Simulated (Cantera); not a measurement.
**Dilute partial oxidation**

A perfectly stirred reactor is fed with 0.550 % CH4, 1.28 % O2, 98.2 % N2, equivalence ratio 0.86, at 2.50 bar; it is held at 1373 K, and followed from long to short residence time.

Computed with Cantera and GRI-Mech 3.0 (53 species, 325 reactions).

```
τ (s)      x CH4     x O2    x H2O2      x OH      x CO     x HCO
-------  -------  -------  --------  --------  --------  --------
2.6      1.62e-6  0.00178   5.63e-9   1.79e-5   2.12e-5  1.55e-10
0.82     3.53e-6  0.00180   1.04e-8   2.49e-5   4.73e-5  5.10e-10
0.26     7.66e-6  0.00184   1.85e-8   3.43e-5  0.000105   1.68e-9
0.080    1.69e-5  0.00194   3.16e-8   4.69e-5  0.000235   5.68e-9
0.025    3.76e-5  0.00216   4.90e-8   6.14e-5  0.000513   1.86e-8
0.0077   0.00542   0.0127  7.66e-10   1.68e-8   1.10e-5  1.47e-10
0.0024   0.00549   0.0128  2.63e-10   5.27e-9   2.62e-7  1.07e-11
0.00075  0.00550   0.0128  1.75e-10   1.79e-9   4.96e-9    <1e-12
0.00024  0.00550   0.0128  9.48e-11  7.16e-10  1.06e-10    <1e-12
```
x: mole fraction; the columns are a selection and need not sum to one.
